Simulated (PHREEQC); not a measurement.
A solution holds 0.11 mol/kgw HF and 0.01 mol/kgw (CH3)4NF, at 25 °C. Closed to the air; pH follows from the charge balance.

Equilibrium calculation in PHREEQC: ion-association model, phreeqc.dat.

No solid was allowed to form.

**Question.** What pH, ionic strength does the model give?

**Answer.** pH 2.21; ionic strength 0.0169 mol/kgw.

**Question.** In which forms is F present?

**Answer.** HF 82 %, F- 10 %, HF2- 7.7 % of the F.

Species that the database lacks are ignored. (CH3)4N+ isn't in the database: it is added as a free cation with an ion size of 4 Å.
